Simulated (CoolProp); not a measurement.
Vapour-liquid equilibrium of R134a (1) + dimethyl ether (2) at 41.7 kPa; x and y are mole fractions of (1).

Computed with CoolProp (multi-fluid Helmholtz-energy mixture model, Tillner-Roth 1994 and Wu 2011; pair parameters Bell 2016).

```
x     bubble temperature, mixture model (K)  bubble temperature, Raoult's law (K)  y, mixture model  y, Raoult's law
----  -------------------------------------  ------------------------------------  ----------------  ---------------
0.05                                  230.1                                 229.7             0.035            0.051
0.15                                  230.6                                 229.7             0.120            0.153
0.25                                  231.1                                 229.6             0.222            0.254
0.35                                  231.3                                 229.6             0.336            0.355
0.45                                  231.4                                 229.5             0.456            0.456
0.55                                  231.2                                 229.5             0.574            0.556
0.65                                  230.9                                 229.5             0.686            0.655
0.75                                  230.5                                 229.4             0.789            0.754
0.85                                  230.1                                 229.4             0.881            0.853
0.95                                  229.6                                 229.3             0.963            0.951
```

The largest gap from Raoult's law is +1.9 K in bubble temperature, at x = 0.45. y crosses x between x = 0.35 and 0.45: the model has an azeotrope there.

Pair parameters are fitted to limited data, so mixtures are less certain than the pure fluids.
